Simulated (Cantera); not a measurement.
Charge: 1 mol B, 0.092 mol O2, 29 mol N2, at 1450 °C.

Equilibrium computed with Cantera from the NASA thermochemical tables; the gas is ideal and each condensed phase is pure. Candidate condensed phases: B, BN, B2O3; 17 gas species. Mutual solubility and eutectic melting of coexisting phases are not modelled. Rates play no part.

Question: Which condensed phases are stable at each of these points (P (Pa)): 10, 37, 140, 520, 1900, 7200, 27000, 100000?

Answer: 
```
P (Pa)  condensed phases  B condensed (%)
------  ----------------  ---------------
10                 BN(s)             81.6
37                 BN(s)             81.9
140                BN(s)             82.9
520                BN(s)             84.7
1900               BN(s)             86.2
7200               BN(s)             87.1
27000              BN(s)             87.4
100000   BN(s) + B2O3(l)             93.4
```

From 10.0 Pa to 0.270 bar the condensed part is BN(s). At 1.00 bar the condensed part is BN(s) + B2O3(l).
